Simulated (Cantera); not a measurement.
Input (Python, Cantera) and output of one run.

```python
import numpy as np
import cantera as ct

gas_names = [...]  # 151 gases of nasa_gas.yaml made of C, H, N, O, Si
cond_names = """
    C(gr) C6H6(L) C7H8(L) C8H18(L),n-octa H2O(s) H2O(L) Si(cr) Si(L) SiC(b) SiO2(Lqz) SiO2(hqz) SiO2(L)
    Si2N2O(s) Si3N4(a)
""".split()


# ... load() reads the species with a 1 bar reference pressure and builds the phases ...
atoms = {
    'HMDSO': {'Si': 2, 'C': 6, 'H': 18, 'O': 1},
    'NO': {'N': 1, 'O': 1},
    'N2': {'N': 2},
    'O2': {'O': 2},
}
top_T = {'C(gr)': 4500, 'SiC(b)': 3050, 'Si2N2O(s)': 2100, 'Si3N4(a)': 2400}  # K; cautious upper limits of use, not melting points


# ... equilibrate(T, P, feed) seeds the gas with the atoms and calls Mixture.equilibrate('TP', solver="gibbs", rtol=1e-10, max_steps=50000) ...
results = []
feed = {'HMDSO': 1, 'NO': 0.45, 'N2': 6.8, 'O2': 4.1}  # mol
P = 100000  # Pa
for T in [798, 898, 998, 1098, 1198, 1298, 1398, 1498, 1598, 1698]:
    mix = equilibrate(T, P, feed)
    results.append((T, P, feed, dict(zip(mix.species_names, mix.species_moles))))
    x = sorted(zip(gas.X, gas.species_names), reverse=True)
    print(f"T = {T:g} K  P = {P:g} Pa  gas = {mix.phase_moles(0):.4g} mol")
    print("   x: " + "  ".join(f"{s} {v:.3e}" for v, s in x if v > 0.0001))
    print("   condensed (mol): " + ("  ".join(f"{mix.phase(i).name} {mix.phase_moles(i):.4g}"
          for i in range(1, mix.n_phases) if mix.phase_moles(i) > 1e-12) or "none"))
```

It prints:

```
T = 798 K  P = 100000 Pa  gas = 16.51 mol
   x: N2 4.254e-01  H2 2.344e-01  H2O 1.577e-01  CO2 7.861e-02  CH4 7.633e-02  CO 2.731e-02  NH3 2.259e-04
   condensed (mol): C(gr) 2.991  SiO2(Lqz) 2
T = 898 K  P = 100000 Pa  gas = 18.34 mol
   x: N2 3.830e-01  H2 3.336e-01  CO 1.015e-01  H2O 8.558e-02  CO2 6.051e-02  CH4 3.566e-02  NH3 1.468e-04
   condensed (mol): C(gr) 2.375  SiO2(hqz) 2
T = 998 K  P = 100000 Pa  gas = 20.27 mol
   x: H2 3.838e-01  N2 3.466e-01  CO 2.001e-01  H2O 3.136e-02  CO2 2.366e-02  CH4 1.437e-02
   condensed (mol): C(gr) 1.174  SiO2(hqz) 2
T = 1098 K  P = 100000 Pa  gas = 21.24 mol
   x: H2 4.027e-01  N2 3.308e-01  CO 2.459e-01  H2O 9.102e-03  CH4 5.927e-03  CO2 5.520e-03
   condensed (mol): C(gr) 0.5345  SiO2(hqz) 2
T = 1198 K  P = 100000 Pa  gas = 21.53 mol
   x: H2 4.098e-01  N2 3.263e-01  CO 2.571e-01  H2O 2.797e-03  CH4 2.693e-03  CO2 1.285e-03
   condensed (mol): C(gr) 0.3793  SiO2(hqz) 2
T = 1298 K  P = 100000 Pa  gas = 21.62 mol
   x: H2 4.126e-01  N2 3.249e-01  CO 2.597e-01  CH4 1.356e-03  H2O 9.958e-04  CO2 3.572e-04
   condensed (mol): C(gr) 0.3483  SiO2(hqz) 2
T = 1398 K  P = 100000 Pa  gas = 21.65 mol
   x: H2 4.137e-01  N2 3.244e-01  CO 2.604e-01  CH4 7.477e-04  H2O 4.079e-04  HCN 1.789e-04  CO2 1.187e-04
   condensed (mol): C(gr) 0.3412  SiO2(hqz) 2
T = 1498 K  P = 100000 Pa  gas = 21.89 mol
   x: H2 4.100e-01  N2 3.156e-01  CO 2.733e-01  CH4 3.977e-04  HCN 3.419e-04  H2O 2.142e-04
   condensed (mol): SiO2(hqz) 1.774  Si2N2O(s) 0.1131
T = 1598 K  P = 100000 Pa  gas = 21.9 mol
   x: H2 4.103e-01  N2 3.154e-01  CO 2.735e-01  HCN 2.765e-04  H2O 2.613e-04  CH4 1.054e-04
   condensed (mol): SiO2(hqz) 1.767  Si2N2O(s) 0.1159
T = 1698 K  P = 100000 Pa  gas = 21.91 mol
   x: H2 4.102e-01  N2 3.152e-01  CO 2.735e-01  SiO 3.490e-04  H2O 3.106e-04  HCN 2.296e-04
   condensed (mol): SiO2(L) 1.763  Si2N2O(s) 0.1148
```

Cantera equilibrium calculation (NASA polynomials, part measured and part estimated; ideal gas, pure solids and liquids). The feed counts by its element totals alone. Mutual solubility and eutectic melting of coexisting phases are not modelled. The tables hold silica as quartz up to 1696 K and as liquid above; real silica turns to tridymite and cristobalite and melts near 1996 K.
